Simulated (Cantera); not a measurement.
A Cantera script and what it prints.

```python
import numpy as np
import cantera as ct

gas_names = """
    H HO2 H2 H2O H2O2 O OH O2 O3 Si SiH SiH2 SiH3 SiH4 SiO SiO2 Si2 Si3
""".split()
cond_names = """
    H2O(s) H2O(L) Si(cr) Si(L) SiO2(Lqz) SiO2(hqz) SiO2(L)
""".split()


# ... load() reads the species with a 1 bar reference pressure and builds the phases ...
atoms = {
    'Si2H6': {'Si': 2, 'H': 6},
    'O2': {'O': 2},
    'H2O': {'H': 2, 'O': 1},
}
top_T = {}  # K; cautious upper limits of use, not melting points


# ... equilibrate(T, P, feed) seeds the gas with the atoms and calls Mixture.equilibrate('TP', solver="vcs", rtol=1e-11, max_steps=5000) ...
results = []
T = 1625  # K
P = 210  # Pa
for m in [1.9, 3, 4.6, 7.2, 11, 17, 27]:
    feed = {'Si2H6': 1, 'O2': 0.084, 'H2O': m}  # mol
    mix = equilibrate(T, P, feed)
    results.append((T, P, feed, dict(zip(mix.species_names, mix.species_moles))))

top = {s: max(r[3][s] / sum(r[3][g] for g in gas_names) for r in results) for s in gas_names}
cols = sorted((s for s in top if top[s] > 1e-06), key=lambda s: -top[s])[:6]
seen = [c for c in cond_names if any(r[3].get(c, 0) > 1e-12 for r in results)]
print("log10 of partial pressures in bar; condensed amounts in mol")
print(f"{'n(H2O)':>10s}" + "".join(f"{s[:9]:>10s}" for s in cols + seen))
for T, P, feed, n in results:
    ng = sum(n[g] for g in gas_names)
    print(f"{feed['H2O']:10.4g}" + "".join(f"{np.log10(max(n[s] / ng * P / 1e5, 1e-99)):10.3f}" for s in cols)
          + "".join(f"{n.get(c, 0):10.4g}" for c in seen))
```

Result:

```
log10 of partial pressures in bar; condensed amounts in mol
    n(H2O)        H2       H2O       SiO         H        OH        Si SiO2(hqz)
       1.9    -2.823    -6.917    -3.227    -5.563   -11.032    -8.490   0.06762
         3    -2.735    -6.463    -3.592    -5.519   -10.623    -9.221     1.167
       4.6    -2.725    -3.673    -6.372    -5.514    -7.837   -14.782     1.998
       7.2    -2.853    -3.159    -7.014    -5.578    -7.260   -16.064         2
        11    -2.990    -2.969    -7.342    -5.647    -7.001   -16.720         2
        17    -3.145    -2.860    -7.606    -5.724    -6.814   -17.249         2
        27    -3.321    -2.790    -7.851    -5.812    -6.657   -17.739         2
```

Cantera equilibrium calculation (NASA polynomials, part measured and part estimated; ideal gas, pure solids and liquids). The feed counts by its element totals alone. The tables hold silica as quartz up to 1696 K and as liquid above; real silica turns to tridymite and cristobalite and melts near 1996 K.
